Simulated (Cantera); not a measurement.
Mixture: CO : H2 : O2 : N2 : H2O = 1 : 0.036 : 0.996 : 3.75 : 1.6 (molar parts), equivalence ratio 0.52, at 1.01 bar, adiabatic and at constant volume. Ignition delay is the time to a rise of 400 K.

Computed with Cantera and GRI-Mech 3.0 (53 species, 325 reactions). Where the delays flatten at high temperature, the 400 K rule measures the pace of heat release, not the induction time.

Predict: delay at 1150 K; delay at 1250 K; delay at 1350 K; delay at 1450 K; delay at 1550 K.


| Quantity | Result |
|---|---|
| delay at 1150 K | 0.517 ms |
| delay at 1250 K | 0.210 ms |
| delay at 1350 K | 0.129 ms |
| delay at 1450 K | 93.9 µs |
| delay at 1550 K | 76.1 µs |
